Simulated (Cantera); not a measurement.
An isothermal, constant-pressure homogeneous reactor starts with CH₄ : CO₂ : H₂ = 1 : 1.8 : 0.48 (molar parts), at 1625 K and 750 Torr.

Model: GRI-Mech 3.0 (53 species, 325 reactions), integrated in Cantera.

x: mole fraction; the columns are a selection and need not sum to one.

```json
[
 {"t (s)": "7.00e-5", "x CH₄": "0.305", "x CO₂": "0.549", "x H₂": "0.146", "x HO₂": "<1e-12", "x C₂H₆": "1.38e-5"},
 {"t (s)": "0.000252", "x CH₄": "0.304", "x CO₂": "0.548", "x H₂": "0.147", "x HO₂": "<1e-12", "x C₂H₆": "0.000182"},
 {"t (s)": "0.000910", "x CH₄": "0.300", "x CO₂": "0.546", "x H₂": "0.147", "x HO₂": "<1e-12", "x C₂H₆": "___"},
 {"t (s)": "0.00328", "x CH₄": "0.286", "x CO₂": "0.534", "x H₂": "0.153", "x HO₂": "<1e-12", "x C₂H₆": "0.000621"},
 {"t (s)": "0.0118", "x CH₄": "___", "x CO₂": "___", "x H₂": "0.172", "x HO₂": "<1e-12", "x C₂H₆": "___"},
 {"t (s)": "0.0427", "x CH₄": "0.148", "x CO₂": "0.358", "x H₂": "0.185", "x HO₂": "<1e-12", "x C₂H₆": "0.000210"},
 {"t (s)": "0.154", "x CH₄": "0.0481", "x CO₂": "0.177", "x H₂": "0.171", "x HO₂": "<1e-12", "x C₂H₆": "4.07e-5"},
 {"t (s)": "0.555", "x CH₄": "0.0221", "x CO₂": "0.116", "x H₂": "0.221", "x HO₂": "<1e-12", "x C₂H₆": "8.45e-6"},
 {"t (s)": "2.00", "x CH₄": "0.0147", "x CO₂": "0.0770", "x H₂": "0.290", "x HO₂": "<1e-12", "x C₂H₆": "2.80e-6"}
]
```

Q: Fill in the missing entries.

A: 
- 0.000910, x C₂H₆: 0.000567
- 0.0118, x CH₄: 0.242
- 0.0118, x CO₂: 0.487
- 0.0118, x C₂H₆: 0.000454
